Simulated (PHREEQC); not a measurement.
Make-up at 80 °C: 0.083 mol/kgw HF, 0.0037 mol/kgw NaF and 0.0048 mol/kgw H2SiF6. It is in equilibrium with CO2 at log p = -3.5 (atm). Otherwise closed; pH follows from the charge balance.

Model: ion-association model, phreeqc.dat, run in PHREEQC.

Each row changes one thing in this solution. No solid was allowed to form.

| case | pH | ionic strength (mol/kgw) | HF (mol/kgw) | F- (mol/kgw) | HF2- (mol/kgw) | NaF (mol/kgw) |
|---|---|---|---|---|---|---|
| as made | 2.08 | 0.0179 | 0.0823 | 0.00260 | 0.000918 | 4.10e-6 |
| diluted 5-fold with water | 2.60 | 0.00430 | 0.0161 | 0.00157 | 0.000108 | 5.69e-7 |
| temperature from 80 to 25 °C | 1.94 | (withheld) | 0.0782 | 0.00533 | 0.00160 | 8.46e-6 |
| 0.031 mol/kgw NH4BF4 added | 2.08 | 0.0493 | 0.0824 | 0.00288 | 0.00102 | (withheld) |
| H2SiF6 left out | 2.46 | 0.00747 | 0.0774 | 0.00561 | 0.00186 | 9.70e-6 |
| diluted 100-fold with water | 3.41 | 0.000433 | 0.000721 | 0.000432 | 1.33e-6 | 8.71e-9 |

### Question
Some entries are withheld; supply them.

### Answer

- temperature from 80 to 25 °C, ionic strength (mol/kgw): 0.0213
- 0.031 mol/kgw NH4BF4 added, NaF (mol/kgw): 3.88e-6

Complexes and solids missing from the database can't appear. Constants without temperature data keep their 25 °C values here. SiF6-2 is the database's only silicon fluoride. Real BF4- forms and hydrolyses slowly; the run takes it at equilibrium.
